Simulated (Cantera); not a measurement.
What does this Cantera script print?

```python
import numpy as np
import cantera as ct

gas_names = """
    C CN CO CO2 C2 CCN CNC C2N2 C2O C3 C3O2 C4 C4N2 C5 N NCO NO NO2 NO3 N2 N2O O O2 O3 Si SiC SiC2 SiN
    SiO SiO2 Si2 Si2C Si2N Si3
""".split()
cond_names = """
    C(gr) Si(cr) Si(L) SiC(b) SiO2(Lqz) SiO2(hqz) SiO2(L) Si2N2O(s) Si3N4(a)
""".split()


# ... load() reads the species with a 1 bar reference pressure and builds the phases ...
atoms = {
    'Si3N4': {'Si': 3, 'N': 4},
    'CO2': {'C': 1, 'O': 2},
    'N2': {'N': 2},
    'O2': {'O': 2},
}
top_T = {'C(gr)': 4500, 'SiC(b)': 3050, 'Si2N2O(s)': 2100, 'Si3N4(a)': 2400}  # K; cautious upper limits of use, not melting points


# ... equilibrate(T, P, feed) seeds the gas with the atoms and calls Mixture.equilibrate('TP', solver="vcs", rtol=1e-11, max_steps=5000) ...
results = []
feed = {'Si3N4': 1, 'CO2': 4.9, 'N2': 77, 'O2': 0.014}  # mol
P = 10000  # Pa
for T in [1150, 1250, 1350, 1450, 1550, 1650, 1750, 1850]:
    mix = equilibrate(T, P, feed)
    results.append((T, P, feed, dict(zip(mix.species_names, mix.species_moles))))

top = {s: max(r[3][s] / sum(r[3][g] for g in gas_names) for r in results) for s in gas_names}
cols = sorted((s for s in top if top[s] > 0.001), key=lambda s: -top[s])[:5]
seen = [c for c in cond_names if any(r[3].get(c, 0) > 1e-12 for r in results)]
print("log10 of partial pressures in bar; condensed amounts in mol")
print(f"{'T/K':>10s}" + "".join(f"{s[:9]:>10s}" for s in cols + seen))
for T, P, feed, n in results:
    ng = sum(n[g] for g in gas_names)
    print(f"{T:10.4g}" + "".join(f"{np.log10(max(n[s] / ng * P / 1e5, 1e-99)):10.3f}" for s in cols)
          + "".join(f"{n.get(c, 0):10.4g}" for c in seen))
```

It prints:

```
log10 of partial pressures in bar; condensed amounts in mol
       T/K        N2        CO       SiO     C(gr) SiO2(hqz)   SiO2(L) Si2N2O(s)
      1150    -1.021    -2.335   -10.880     1.073         3         0         0
      1250    -1.026    -2.232    -8.819         0     2.285         0    0.3575
      1350    -1.026    -2.232    -7.256         0     2.285         0    0.3575
      1450    -1.026    -2.232    -5.913         0     2.285         0    0.3572
      1550    -1.026    -2.232    -4.748         0      2.28         0    0.3526
      1650    -1.027    -2.233    -3.727         0     2.233         0    0.3053
      1750    -1.032    -2.239    -2.899         0         0     1.927         0
      1850    -1.032    -2.240    -2.897         0         0     1.923         0
```

Equilibrium computed with Cantera from the NASA thermochemical tables; the gas is ideal and each condensed phase is pure. Mutual solubility and eutectic melting of coexisting phases are not modelled. The tables hold silica as quartz up to 1696 K and as liquid above; real silica turns to tridymite and cristobalite and melts near 1996 K.
